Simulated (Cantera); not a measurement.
Feed: 1 mol Zr, 6.9 mol N2O, 0.41 mol N2, held at 8.20 bar.

Equilibrium computed with Cantera from the NASA thermochemical tables; the gas is ideal and each condensed phase is pure. Candidate condensed phases: Zr, ZrN, ZrO2; 13 gas species. Equilibrium is a limit: real reactors are often held back by kinetics, nucleation or transport. All values below are at 1850 K.

Base state: N2 0.746, O2 0.248, NO 0.00519, NO2 3.68e-5, O 3.36e-5 (mole fractions); condensed: ZrO2(tetragonal).

**Question.** What changes in the equilibrium state with this change: N2O from 6.9 to 0.59 mol?

**Answer.** 
```
species                 before  after
---------------------  -------  -----
N2                       0.746   1.00
NO                     0.00519  <1e-9
O                      3.36e-5  <1e-9
O2                       0.248  <1e-9
NO2                    3.68e-5  <1e-9
ZrO2(tetragonal), mol     1.00  0.295
ZrN(s), mol                  0  0.705
```
Mutual solubility and eutectic melting of coexisting phases are not modelled. ZrN: taken at fixed stoichiometry. Condensed phases not in the tables: solid solutions among these carbides, nitrides and lower oxides.
